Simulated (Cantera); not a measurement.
Charge: 1 mol Si2Cl6, 0.25 mol N2, 88 mol H2, held at 1275 K and 0.000670 bar.

Method: chemical equilibrium by Gibbs-energy minimisation in Cantera with the NASA 1993 tables (ideal gas, pure condensed phases). Candidate condensed phases: NH4Cl, Si, Si3N4; 28 gas species. The feed counts by its element totals alone. N2 is the only nitrogen source here; it is nearly inert below about 1500 K, so the nitride shown seldom forms there in practice. Mutual solubility and eutectic melting of coexisting phases are not modelled. The tables' values for SiCl3 are old estimates; treat these amounts as uncertain. Rates play no part.

Base state: H2 0.941, HCl 0.0510, SiCl2 0.00718, N2 0.000379, SiCl3 0.000135, H 2.76e-5, SiCl4 1.66e-5, SiHCl3 1.23e-5 (mole fractions); condensed: Si(s) + Si3N4(s).

What changes in the equilibrium state with this change: temperature from 1275 K to 1525 K?


```csv
species,before,after
H2,0.941,0.939
HCl,0.0510,0.0489
SiCl2,0.00718,0.00834
N2,0.000379,0.00274
Si,2.88e-8,2.82e-5
SiCl4,1.66e-5,1.91e-7
SiCl,2.72e-7,2.18e-5
"Si(s), mol",1.01,1.23
"Si3N4(s), mol",0.108,0
```
The tables' values for SiCl3, SiCl are old estimates; treat these amounts as uncertain.

What changes in the equilibrium state with this change: H2 from 88 to 14 mol?


| species | before | after |
|---|---|---|
| H2 | 0.941 | 0.749 |
| HCl | 0.0510 | 0.157 |
| SiCl2 | 0.00718 | 0.0852 |
| SiCl4 | 1.66e-5 | 0.00234 |
| SiCl3 | 0.000135 | 0.00554 |
| SiHCl3 | 1.23e-5 | 0.000451 |
| SiH2Cl2 | 1.27e-6 | 1.20e-5 |
| H | 2.76e-5 | 2.46e-5 |
| Si(s), mol | 1.01 | 0.0520 |
| Si3N4(s), mol | 0.108 | 0.122 |
